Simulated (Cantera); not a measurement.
Input: 1 mol CH3SiCl3, 0.078 mol CH4, 82 mol H2, at 1.00 Torr.

Points: T (K) = 1125, 1225, 1325, 1425, 1525, 1625, 1725, 1825, 1925, 2025.

Cantera's Mixture.equilibrate('TP', solver="vcs", rtol=1e-11, max_steps=5000) on the NASA tables stopped like this:

```
ERROR: FAILURE its = 5001!

*******************************************************************************
CanteraError thrown by MultiPhase::equilibrate:
VCS solver failed. Return code: -1
*******************************************************************************
```

What got this run through?

Several could match; the one computed here: The failure is numerical, not chemical. The same input converged with solver="gibbs", rtol=1e-10, max_steps=50000, and the result passed a check of the equilibrium conditions:
```
log10 of partial pressures in bar; condensed amounts in mol
       T/K        H2         H       HCL        Si        CL C2H2,acet     C(gr)    SiC(b)
      1125    -2.891    -8.798    -4.328   -16.140   -10.287   -10.530   0.07524    0.9997
      1225    -2.891    -7.952    -4.328   -14.170    -9.454    -9.680   0.07713    0.9995
      1325    -2.891    -7.232    -4.329   -12.499    -8.746    -8.961   0.07817     0.999
      1425    -2.891    -6.611    -4.329   -11.064    -8.136    -8.344    0.0788    0.9982
      1525    -2.891    -6.072    -4.329    -9.820    -7.606    -7.808   0.07866    0.9971
      1625    -2.892    -5.597    -4.331    -8.730    -7.140    -7.341   0.07654    0.9955
      1725    -2.893    -5.178    -4.333    -7.767    -6.729    -6.928   0.07042    0.9923
      1825    -2.896    -4.804    -4.338    -6.911    -6.363    -6.564   0.06041     0.982
      1925    -2.902    -4.471    -4.347    -6.146    -6.039    -6.242   0.06494    0.9351
      2025    -2.915    -4.173    -4.364    -5.456    -5.751    -5.959    0.1869    0.7176
```

The gas is ideal and each condensed phase is pure. The feed counts by its element totals alone. The tables' values for SiCl are old estimates; treat these amounts as uncertain.
